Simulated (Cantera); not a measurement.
Source: NASA polynomial tables (part measured, part estimated), evaluated in Cantera. Values are per mole of reaction as written; species without (g) are pure solids or liquids, kept so even where they would boil at 1 bar. TaC: taken at fixed stoichiometry.

**Question.** Between 623 and 873 K, where is each reaction favourable under standard conditions?
- TaO2(g) + C = TaC + 2 O(g)
- 2 Ta + CO2(g) = TaO2(g) + TaC

**Answer.** 
- TaO2(g) + C = TaC + 2 O(g): ΔG° is 503 kJ at 623 K and 478 kJ at 873 K; it stays positive (K < 1). ΔH° is 567 kJ and ΔS° 102 J/K at 873 K.
- 2 Ta + CO2(g) = TaO2(g) + TaC: ΔG° is 33 kJ at 623 K and 27 kJ at 873 K; it stays positive (K < 1). ΔH° is 47 kJ and ΔS° 22 J/K at 873 K.
